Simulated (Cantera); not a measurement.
An adiabatic, constant-pressure homogeneous reactor starts with 47.8 % H2, 10.9 % O2, 40.9 % N2, 0.464 % H2O, at 1625 K and 1.70 bar.

Model: GRI-Mech 3.0 (53 species, 325 reactions), integrated in Cantera.

### Question
Predict: time of steepest temperature rise; temperature at 2.00 s; equilibrium temperature; x(H2) at 2.00 s; x(O2) at 2.00 s; x(NO) at 2.00 s; x(O) at 2.00 s; x(H2O) at 2.00 s; x(OH) at 2.00 s.

### Answer
```json
{
  "time_of_steepest_temperature_rise": "5.94 µs",
  "temperature at 2.00 s": "2837 K",
  "equilibrium_temperature": "2837 K",
  "x(H2) at 2.00 s": "0.274 (gas-phase equilibrium 0.274)",
  "x(O2) at 2.00 s": "0.000267 (gas-phase equilibrium 0.000267)",
  "x(NO) at 2.00 s": "0.00104 (gas-phase equilibrium 0.00104)",
  "x(O) at 2.00 s": "0.000791 (gas-phase equilibrium 0.000791)",
  "x(H2O) at 2.00 s": "0.231 (gas-phase equilibrium 0.231)",
  "x(OH) at 2.00 s": "0.00920 (gas-phase equilibrium 0.00920)"
}
```
